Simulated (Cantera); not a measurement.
An isothermal, constant-pressure homogeneous reactor starts with C₂H₆ : N₂ = 1 : 69 (molar parts), at 1425 K and 0.0263 atm. Integrator tolerance rtol = 1e-08.

Detailed kinetics in Cantera: GRI-Mech 3.0 (53 species, 325 reactions). GRI-Mech 3.0 stops at C3 and has no aromatics, soot or wall deposition, so with more carbon than oxygen in the feed, carbon stays in small species such as C2H2 where larger ones or solid carbon would form. Radical loss at walls, strong at low pressure, is not modelled.

Q: What does this change do: temperature 1425 to 1450 K?

A: 
```tsv
quantity	before	after
x(C₂H₆) at 100 s	1.14e-7 (gas-phase equilibrium 1.37e-11)	5.64e-8 (gas-phase equilibrium 8.18e-12)
x(C₂H₄) at 100 s	7.56e-6 (gas-phase equilibrium 1.17e-6)	5.54e-6 (gas-phase equilibrium 8.63e-7)
x(H) at 100 s	5.33e-6 (gas-phase equilibrium 7.01e-6)	8.10e-6 (gas-phase equilibrium 9.72e-6)
x(HCN) at 100 s	1.05e-6 (gas-phase equilibrium 0.0227)	1.68e-6 (gas-phase equilibrium 0.0228)
x(CH₄) at 100 s	0.00160 (gas-phase equilibrium 1.23e-5)	0.00101 (gas-phase equilibrium 9.06e-6)
x(CH₃) at 100 s	6.71e-6 (gas-phase equilibrium 6.26e-8)	6.26e-6 (gas-phase equilibrium 6.38e-8)
```
